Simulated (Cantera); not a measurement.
A perfectly stirred reactor is fed with CH₄ : O₂ : N₂ = 1 : 1.67 : 6.27 (molar parts), equivalence ratio 1.2, at 1.00 atm; it is adiabatic with a 348 K inlet, and is followed from long to short residence time, starting on the burning branch (τ in s: 0.026, 0.011, 0.0044, 0.0018, 0.00076, 0.00031, 0.00013, 5.4e-05, 2.2e-05, 9.3e-06).

Computed with Cantera and GRI-Mech 3.0 (53 species, 325 reactions).

### Question
What does this change do: inlet temperature 348 to 548 K?

### Answer
```json
[
 {"quantity": "blow-out, bracketed by the residence times tried", "before": "burning at 0.130 ms, out at 54.0 µs", "after": "burning at 0.130 ms, out at 54.0 µs"},
 {"quantity": "x(CH₄) at τ = 26.0 ms", "before": "2.16e-5", "after": "1.38e-5"},
 {"quantity": "x(O₂) at τ = 26.0 ms", "before": "0.000629", "after": "0.000873"},
 {"quantity": "x(CH₂) at τ = 26.0 ms", "before": "9.05e-7", "after": "7.55e-7"},
 {"quantity": "x(CH₂O) at τ = 26.0 ms", "before": "2.15e-6", "after": "1.58e-6"},
 {"quantity": "x(NO) at τ = 26.0 ms", "before": "0.000362", "after": "0.000550"},
 {"quantity": "x(CH₄) at τ = 0.310 ms", "before": "0.000464", "after": "0.000313"},
 {"quantity": "x(O₂) at τ = 0.310 ms", "before": "0.00754", "after": "0.00771"},
 {"quantity": "x(CH₂) at τ = 0.310 ms", "before": "1.37e-5", "after": "1.21e-5"},
 {"quantity": "x(CH₂O) at τ = 0.310 ms", "before": "4.44e-5", "after": "3.41e-5"},
 {"quantity": "x(NO) at τ = 0.310 ms", "before": "0.000158", "after": "0.000218"}
]
```

### Question
What does this change do: pressure from 1.00 atm to 4.93 atm?

### Answer
```json
[
 {"quantity": "blow-out, bracketed by the residence times tried", "before": "burning at 0.130 ms, out at 54.0 µs", "after": "burning at 0.130 ms, out at 54.0 µs"},
 {"quantity": "x(CH₄) at τ = 26.0 ms", "before": "2.16e-5", "after": "5.26e-5"},
 {"quantity": "x(O₂) at τ = 26.0 ms", "before": "0.000629", "after": "0.000157"},
 {"quantity": "x(CH₂) at τ = 26.0 ms", "before": "9.05e-7", "after": "4.72e-7"},
 {"quantity": "x(CH₂O) at τ = 26.0 ms", "before": "2.15e-6", "after": "1.99e-6"},
 {"quantity": "x(NO) at τ = 26.0 ms", "before": "0.000362", "after": "0.000203"},
 {"quantity": "x(CH₄) at τ = 0.310 ms", "before": "0.000464", "after": "0.000469"},
 {"quantity": "x(O₂) at τ = 0.310 ms", "before": "0.00754", "after": "0.00329"},
 {"quantity": "x(CH₂) at τ = 0.310 ms", "before": "1.37e-5", "after": "1.32e-5"},
 {"quantity": "x(CH₂O) at τ = 0.310 ms", "before": "4.44e-5", "after": "3.78e-5"},
 {"quantity": "x(NO) at τ = 0.310 ms", "before": "0.000158", "after": "0.000263"}
]
```
